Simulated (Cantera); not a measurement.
A closed system holds: 1 mol SiC, 0.21 mol N2O, 190 mol H2, 0.079 mol CO2, at 1798.15 K and 24.0 Torr.

Method: chemical equilibrium by Gibbs-energy minimisation in Cantera with the NASA 1993 tables (ideal gas, pure condensed phases). Candidate condensed phases: C, C6H6, C7H8, C8H18, H2O, Si, SiC, SiO2, Si2N2O, Si3N4; 151 gas species. Equilibrium is a limit: real reactors are often held back by kinetics, nucleation or transport.

Base state: H2 0.995, H 0.00197, CO 0.00118, N2 0.00109, SiO 0.000751, Si 2.48e-5, HCN 1.87e-5 (mole fractions); condensed: SiC(s).

Problem. What changes in the equilibrium state with this change: temperature from 1798.15 K to 1848.15 K?

Solution. 
```csv
species,before,after
H2,0.995,0.994
H,0.00197,0.00296
CO,0.00118,0.00119
Si,2.48e-5,5.76e-5
SiO,0.000751,0.000734
SiH,5.07e-6,1.02e-5
SiH2,7.54e-6,1.21e-5
"SiC(s), mol",0.849,0.844
```
Gases not in the tables: Si2H6 and higher silanes.
